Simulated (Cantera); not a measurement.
Ignition delay

Mixture: C₃H₈ : O₂ : N₂ = 1 : 2.78 : 10.4 (molar parts), equivalence ratio 1.8, at 0.480 bar, adiabatic and at constant pressure. Ignition delay is the time to a rise of 400 K.

Model: GRI-Mech 3.0 (53 species, 325 reactions), integrated in Cantera. GRI-Mech 3.0 was tuned for natural gas; its chemistry of propane as a main component is partial and can be far from experiment.

```
T0 (K)  delay (ms)
------  ----------
1225          5.45
1300          1.48
1375         0.512
1450         0.219
1525         0.112
1600        0.0661
1675        0.0433
1750        0.0307
1825        0.0231
1900        0.0181
```

The apparent activation energy between 1750 and 1900 K is 97 kJ/mol.
